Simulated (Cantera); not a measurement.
Moist CO burnout

An isothermal, constant-pressure homogeneous reactor starts with 0.690 % CO, 2.59 % O2, 0.0192 % H2O, 95.8 % N2, 0.929 % H2, equivalence ratio 0.31, at 1400 K and 308 Torr.

Model: GRI-Mech 3.0 (53 species, 325 reactions), integrated in Cantera.

| t (s) | x CO | x O2 | x H2O | x NO2 | x H | x H2O2 |
|---|---|---|---|---|---|---|
| 3.00e-5 | 0.00690 | 0.0259 | 0.000192 | <1e-12 | 6.44e-9 | 6.48e-12 |
| 9.44e-5 | 0.00690 | 0.0259 | 0.000192 | <1e-12 | 7.59e-8 | 4.36e-11 |
| 0.000297 | 0.00689 | 0.0258 | 0.000270 | <1e-12 | 5.25e-5 | 3.14e-9 |
| 0.000935 | 0.00430 | 0.0192 | 0.00711 | 1.81e-10 | 0.00287 | 1.13e-7 |
| 0.00294 | 0.00138 | 0.0181 | 0.00832 | 7.36e-10 | 0.00114 | 1.05e-7 |
| 0.00926 | 0.000277 | 0.0179 | 0.00930 | 2.40e-9 | 9.92e-5 | 4.95e-8 |
| 0.0292 | 3.78e-5 | 0.0179 | 0.00950 | 7.65e-9 | 4.28e-6 | 1.10e-8 |
| 0.0917 | 4.33e-6 | 0.0179 | 0.00954 | 1.12e-8 | 2.25e-7 | 2.01e-9 |
| 0.289 | 5.75e-7 | 0.0179 | 0.00955 | 8.44e-9 | 1.89e-8 | 4.30e-10 |
| 0.909 | 1.36e-7 | 0.0179 | 0.00956 | 6.49e-9 | 3.25e-9 | 1.38e-10 |
| 2.86 | 8.13e-8 | 0.0179 | 0.00956 | 6.36e-9 | 1.75e-9 | 9.26e-11 |
| 9.00 | 8.01e-8 | 0.0179 | 0.00956 | 6.37e-9 | 1.72e-9 | 9.16e-11 |
x: mole fraction; the columns are a selection and need not sum to one.

Equilibrium at this temperature and pressure: CO 8.03e-8, O2 0.0178, H2O 0.00956, NO2 3.24e-7, H 1.73e-9, H2O2 9.13e-11 (gas phase only).
